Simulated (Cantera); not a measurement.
## Equilibrium for tantalum, niobium, vanadium and zirconium in process gases: Ta + H₂O + H₂ + O₂

Input: 1 mol Ta, 0.21 mol H₂O, 42 mol H₂, 0.042 mol O₂, held at 2425 K.

Equilibrium computed with Cantera from the NASA thermochemical tables; the gas is ideal and each condensed phase is pure. Candidate condensed phases: H₂O, Ta, Ta₂O₅; 12 gas species. Mutual solubility and eutectic melting of coexisting phases are not modelled. Condensed phases not in the tables: N, O or C dissolved in the metal. Equilibrium is a limit: real reactors are often held back by kinetics, nucleation or transport.

```
P (Pa)       x H     x H₂     x H₂O     x TaO    x TaO₂      x Ta     x OH      x O  n Ta(s)  n Ta₂O₅(l)
-------  -------  -------  --------  --------  --------  --------  -------  -------  -------  ----------
0.100      0.993  0.00308   1.06e-9   0.00346   7.53e-7  0.000327  6.47e-8  1.39e-5    0.680           0
1          0.967   0.0292   1.03e-7   0.00354   7.87e-6   3.27e-5  6.44e-7  1.42e-5    0.705           0
10         0.797    0.199   7.75e-6   0.00394   9.72e-5   3.27e-6  5.90e-6  1.58e-5    0.715           0
100        0.427    0.569  0.000202   0.00359  0.000808   3.27e-7  2.88e-5  1.44e-5    0.763           0
1000       0.163    0.832   0.00135   0.00163   0.00167   3.27e-8  5.01e-5  6.55e-6    0.848           0
10000     0.0549    0.940   0.00399  0.000428   0.00115   3.27e-9  4.42e-5  1.72e-6    0.931           0
100000    0.0177    0.976   0.00628   6.50e-5  0.000265  3.27e-10  2.16e-5  2.61e-7    0.986           0
1000000  0.00563    0.988   0.00655   6.68e-6   2.80e-5  3.27e-11  7.07e-6  2.68e-8    0.993     0.00278
```
x: gas mole fraction; n: condensed amount in mol.

From 0.000750 Torr to 750 Torr the condensed part is Ta(s). At 7500 Torr the condensed part is Ta(s) + Ta₂O₅(l). The main Ta-bearing gas is TaO at 0.000750 Torr and TaO₂ at 7500 Torr. The share of Ta in condensed phases is highest at 7500 Torr (99.9 %) and lowest at 0.000750 Torr (68.0 %).
